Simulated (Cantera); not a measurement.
Feed: 1 mol Fe, 0.026 mol H2O, 85 mol CO, held at 850 K and 390 Pa.

Method: chemical equilibrium by Gibbs-energy minimisation in Cantera with the NASA 1993 tables (ideal gas, pure condensed phases). Candidate condensed phases: C, C6H6, C7H8, C8H18, Fe, Fe(CO)5, FeO, Fe(OH)2, Fe(OH)3, Fe2O3, Fe3O4, H2O; 114 gas species. Condensed phases not in the tables: cementite and carbon dissolved in iron. Equilibrium is a limit: real reactors are often held back by kinetics, nucleation or transport.

Base state: CO 0.927, CO2 0.0723, H2 0.000320 (mole fractions); condensed: C(graphite) + Fe(α).

### Question
What changes in the equilibrium state with this change: H2O from 0.026 to 0.11 mol?

### Answer
| species | before | after |
|---|---|---|
| CO | 0.927 | 0.926 |
| CO2 | 0.0723 | 0.0721 |
| H2 | 0.000320 | 0.00135 |
| H2O | 8.16e-6 | 3.44e-5 |
| C(graphite), mol | 5.71 | 5.63 |
| Fe(α), mol | 1.00 | 1.00 |

### Question
What changes in the equilibrium state with this change: temperature from 850 K to 1775 K?

### Answer
| species | before | after |
|---|---|---|
| CO | 0.927 | 0.994 |
| Fe | <1e-9 | 0.00522 |
| CO2 | 0.0723 | 0.000304 |
| H | <1e-9 | 7.56e-5 |
| H2 | 0.000320 | 0.000266 |
| C(graphite), mol | 5.71 | 0 |
| Fe(α), mol | 1.00 | 0 |
| Fe(δ), mol | 0 | 0.553 |

### Question
What changes in the equilibrium state with this change: temperature from 850 K to 1873.15 K?

### Answer
```csv
species,before,after
CO,0.927,0.988
Fe,<1e-9,0.0116
CO2,0.0723,0.000302
H,<1e-9,0.000155
H2,0.000320,0.000224
"C(graphite), mol",5.71,0
"Fe(α), mol",1.00,0
```
